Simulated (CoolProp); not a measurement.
Model: reference Helmholtz-energy equation of state, Lemmon 2006, in CoolProp. It is a short technical equation, of lower accuracy than the large ones.

**Question.** For carbon monoxide, give the phase and the density (kg/m³), cp (kJ/(kg K)), isothermal compressibility (1/MPa) at 178.9 K and 4.97 MPa.

**Answer.** 
- 178.9 K and 4.97 MPa: supercritical; density 115, cp 1.56, isothermal compressibility 0.245
